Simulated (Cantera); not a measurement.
What does this Cantera script print?

```python
import numpy as np
import cantera as ct

gas_names = """
    H HO2 H2 H2O H2O2 H2S H2SO4 Mg MgH MgO MgOH MgO2H2 MgS Mg2 O OH O2 O3 S SH SO SO2 SO3 S2 S2O S8
""".split()
cond_names = """
    H2O(s) H2O(L) H2SO4(L) Mg(cr) Mg(L) MgO(s) MgO(L) MgO2H2(s) MgS(s) MgSO4(s) MgSO4(L) S(cr1) S(cr2)
    S(L)
""".split()


# ... load() reads the species with a 1 bar reference pressure and builds the phases ...
atoms = {
    'MgO': {'Mg': 1, 'O': 1},
    'H2S': {'H': 2, 'S': 1},
    'O2': {'O': 2},
}
top_T = {'MgS(s)': 2250}  # K; cautious upper limits of use, not melting points


# ... equilibrate(T, P, feed) seeds the gas with the atoms and calls Mixture.equilibrate('TP', solver="vcs", rtol=1e-11, max_steps=5000) ...
results = []
feed = {'MgO': 1, 'H2S': 0.88, 'O2': 5.9}  # mol
T = 1275  # K
P = 320000  # Pa
mix = equilibrate(T, P, feed)
results.append((T, P, feed, dict(zip(mix.species_names, mix.species_moles))))
x = sorted(zip(gas.X, gas.species_names), reverse=True)
print(f"T = {T:g} K  P = {P:g} Pa  gas = {mix.phase_moles(0):.4g} mol")
print("   x: " + "  ".join(f"{s} {v:.3e}" for v, s in x if v > 1e-06))
print("   condensed (mol): " + ("  ".join(f"{mix.phase(i).name} {mix.phase_moles(i):.4g}"
      for i in range(1, mix.n_phases) if mix.phase_moles(i) > 1e-12) or "none"))
```

It prints:

```
T = 1275 K  P = 320000 Pa  gas = 5.093 mol
   x: O2 8.170e-01  H2O 1.728e-01  SO2 8.285e-03  SO3 1.948e-03  OH 1.078e-05
   condensed (mol): MgO(s) 0.1721  MgSO4(s) 0.8279
```

Equilibrium computed with Cantera from the NASA thermochemical tables; the gas is ideal and each condensed phase is pure. Mutual solubility and eutectic melting of coexisting phases are not modelled.
